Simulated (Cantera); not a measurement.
## Diamond growth

A diamond (100) surface in a fixed gas of H2 with x(CH4) = 0.0081, x(H) = 0.0038, x(CH3) = 0.0002, 0.0217 atm; coverages are run to steady state.

Model: the Harris–Goodwin 1993 mechanism for the reconstructed diamond (100) surface, integrated in Cantera.

| T (K) | growth (µm/h) | θ c6HH | θ c6H* | θ c6*H | θ c6** | θ c6HM |
|---|---|---|---|---|---|---|
| 900 | 1.29 | 0.657 | 0.00993 | 0.278 | 0.00409 | 0.0417 |
| 975 | 1.87 | 0.597 | 0.0155 | 0.342 | 0.00764 | 0.0287 |
| 1050 | 2.05 | 0.541 | 0.0223 | 0.400 | 0.0129 | 0.0165 |
| 1125 | 1.40 | 0.491 | 0.0301 | 0.450 | 0.0198 | 0.00599 |
| 1200 | 0.791 | 0.443 | 0.0381 | 0.487 | 0.0282 | 0.00147 |
| 1275 | 0.641 | 0.402 | 0.0461 | 0.514 | 0.0375 | 0.000331 |
| 1350 | 0.630 | 0.367 | 0.0539 | 0.531 | 0.0473 | 7.48e-5 |
θ: site fractions in the mechanism's names (c6HH fully hydrogenated, c6H* and c6*H radical sites, c6** diradical, c6HM methylated).
